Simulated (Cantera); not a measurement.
A perfectly stirred reactor is fed with CH4 : H2 : O2 : N2 = 1 : 1.2 : 2.4 : 9.62 (molar parts), at 500000 Pa; it is adiabatic with a 550 K inlet, and is followed from long to short residence time, starting on the burning branch (τ in s: 0.032, 0.015, 0.0067, 0.0031, 0.0014, 0.00064, 0.00029, 0.00013, 6.1e-05, 2.8e-05, 1.3e-05, 5.8e-06).

Detailed kinetics in Cantera: GRI-Mech 3.0 (53 species, 325 reactions).

One state of this run: T (K) = 2269; x CH4 = 8.39e-5; x H2 = 0.0182; x O2 = 0.00594; x N2O = 2.24e-7; x C2H = 2.37e-9. x: mole fraction; the columns are a selection and need not sum to one.

Task: Which value of τ (s) does it belong to?
A) 0.0067
B) 0.00029
C) 0.015
D) 6.1e-5

Result: B, 0.00029
